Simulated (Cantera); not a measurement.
A closed system holds: 1 mol Si, 1.9 mol NF3, 0.38 mol H2, equilibrated at 0.00120 bar.

Method: chemical equilibrium by Gibbs-energy minimisation in Cantera with the NASA 1993 tables (ideal gas, pure condensed phases). Candidate condensed phases: Si, Si3N4; 37 gas species. Kinetics and transport are ignored. All values below are at 1048 K.

Base state: SiF4 0.275, N2 0.261, F 0.252, HF 0.209, F2 0.00319 (mole fractions); condensed: gas only.

Question: What changes in the equilibrium state with this change: H2 from 0.38 to 0.16 mol?

Answer: 
```
species   before    after
-------  -------  -------
F          0.252    0.367
SiF4       0.275    0.276
N2         0.261    0.262
HF         0.209   0.0883
F2       0.00319  0.00677
```
